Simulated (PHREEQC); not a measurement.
Consider water at 20 °C with 26 mmol/kgw Fe2(SO4)3 and 0.142 mmol/kgw CuCl2. It is in equilibrium with CO2 at log p = -3.4 (atm). Otherwise closed; pH follows from the charge balance.

The numbers come from PHREEQC with the ion-association model, phreeqc.dat.

No solid was allowed to form.

Task: Estimate the pH, ionic strength.

Result: pH 2.67; ionic strength 0.0957 mol/kgw.

Task: In which forms is Cl present?

Result: Cl- 98 %, FeCl+2 1.7 % of the Cl.

Examples of supersaturated solids here: Hematite (slow to form), Goethite (slow to form). Others may be too. Complexes and solids missing from the database can't appear.
